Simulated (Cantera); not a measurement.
Fe + Cl2 (chemical vapour transport)

Input: 1 mol Fe, 0.034 mol Cl2, at 1450 K and 50.0 mbar.

Method: chemical equilibrium by Gibbs-energy minimisation in Cantera with the NASA 1993 tables (ideal gas, pure condensed phases). Candidate condensed phases: Fe, FeCl2, FeCl3; 8 gas species. Rates play no part.

| Quantity | Result |
|---|---|
| x(FeCl2) | 0.997 |
| x(Fe2Cl4) | 0.00288 |
| x(FeCl3) | 0.000230 |
| x(Cl) | 4.16e-5 |
| n(Fe(γ)) | 0.966 mol |
| gas amount | 0.03390 mol |
| log10 activity of FeCl2(l) (absent) | -1.77 |
